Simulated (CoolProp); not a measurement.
The numbers come from the reference Helmholtz-energy equation of state, Bücker 2006 in CoolProp.

For isobutane, give the phase and the cp (kJ/(kg K)), cv (kJ/(kg K)) at 346 K and 0.656 bar.


- 346 K and 0.656 bar: gas; cp 1.90, cv 1.75
